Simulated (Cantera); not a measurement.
## Ammonia decomposition in nitride growth gas

An isothermal, constant-pressure homogeneous reactor starts with NH3 : H2 : N2 = 1 : 8.1 : 0.016 (molar parts), at 1500 K and 20.0 Torr.

Detailed kinetics in Cantera: the gas-phase N/H chemistry of the illustrative SiF4/NH3 mechanism in the Surface Chemkin manual (1991). Walls and surfaces, which speed up NH3 decomposition in real reactors, are not modelled.

| t (s) | x NH3 | x H2 | x NH | x NH2 | x N2 |
|---|---|---|---|---|---|
| 0.000200 | 0.110 | 0.889 | <1e-12 | 1.95e-9 | 0.00176 |
| 0.00103 | 0.110 | 0.889 | <1e-12 | 9.51e-9 | 0.00176 |
| 0.00532 | 0.110 | 0.889 | <1e-12 | 4.85e-8 | 0.00176 |
| 0.0274 | 0.110 | 0.889 | 2.48e-11 | 2.49e-7 | 0.00176 |
| 0.141 | 0.110 | 0.889 | 6.58e-10 | 1.28e-6 | 0.00176 |
| 0.729 | 0.110 | 0.889 | 1.65e-8 | 6.43e-6 | 0.00176 |
| 3.76 | 0.109 | 0.889 | 8.56e-8 | 1.47e-5 | 0.00184 |
| 19.4 | 0.108 | 0.889 | 8.59e-8 | 1.46e-5 | 0.00244 |
| 100 | 0.102 | 0.893 | 8.34e-8 | 1.39e-5 | 0.00535 |
x: mole fraction; the columns are a selection and need not sum to one.

Equilibrium at this temperature and pressure: NH3 3.40e-7, H2 0.949, NH <1e-12, NH2 8.35e-11, N2 0.0510 (gas phase only).
